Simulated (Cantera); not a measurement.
**Ignition delay**

Mixture: CH4 : O2 : N2 = 1 : 1.11 : 6.44 (molar parts), at 5.00 bar, adiabatic and at constant volume. Ignition delay is the time to a rise of 400 K.

Detailed kinetics in Cantera: GRI-Mech 3.0 (53 species, 325 reactions).

```tsv
T0 (K)	delay (ms)
1250	10.3
1325	4.20
1400	1.79
1475	0.791
1550	0.363
1625	0.175
1700	0.0892
1775	0.0484
1850	0.0280
```

```
Item                                                    Result
--------------------------------------------------  ----------
apparent activation energy between 1700 and 1850 K  200 kJ/mol
```
